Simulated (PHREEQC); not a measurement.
A column of 0.5 m (40 cells, dispersivity 0.018 m, 3600 s a shift, diffusion coefficient 3e-10 m²/s) holds 0.034 eq of the database's cation exchanger X per kg of pore water, first in equilibrium with 0.00033 mol/kgw LiCl, 0.0059 mol/kgw (NH4)2SO4 and 1e-05 mol/kgw HCl. It is flushed with 0.0024 mol Na2SO4, 0.012 mol MgCl2, 0.00034 mol NH4Cl and 1e-05 mol HCl per kg of water, at 25 °C. Values are for the last cell. CO2 from the air is kept out. Precipitation was switched off in this run.

The series has 34 steps of pore volumes, from 0 to 4.963.

All values are PHREEQC results (ion-association model, phreeqc.dat), not measurements.

**Question.** After how many pore volumes does Mg at the outlet first reach half of its feed value?

**Answer.** By 2.4 pore volumes.

**Question.** After how many pore volumes does Na at the outlet first reach half of its feed value?

**Answer.** By 1.4 pore volumes; it later peaks at 0.00535 mol/kgw, above the feed's 0.00480.
